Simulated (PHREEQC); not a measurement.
Consider water at 20 °C with 0.17 mol NaOH, 0.075 mol Na2CO3 and 0.054 mol H2SO4 per kg of water. Closed to the air; pH follows from the charge balance.

All values are PHREEQC results (ion-association model, phreeqc.dat), not measurements.

No solid was allowed to form.

Question: What pH does the model give?

Answer: pH 12.78.

Question: In which forms is C present?

Answer: NaCO3- 50 %, CO3-2 50 % of the C.
